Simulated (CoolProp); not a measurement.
Saturation properties of cyclohexane.

Model: reference Helmholtz-energy equation of state, Zhou 2014, in CoolProp.

```
T (°C)  p (kPa)  liquid cp (kJ/(kg K))  surface tension (mN/m)
------  -------  ---------------------  ----------------------
166.05    753.1                  2.611                    8.86
171.35    829.6                  2.647                    8.34
176.75    913.2                  2.686                    7.82
182.05     1001                  2.725                    7.32
187.45     1097                  2.767                    6.82
192.75     1198                  2.810                    6.33
198.15     1307                  2.857                    5.84
203.45     1421                  2.905                    5.37
208.85     1544                  2.958                    4.90
214.15     1673                  3.015                    4.45
219.55     1812                  3.078                    4.00
```

It boils at 80.7 °C under 1 atm.

Surface tension comes from a separate correlation (Mulero 2012).
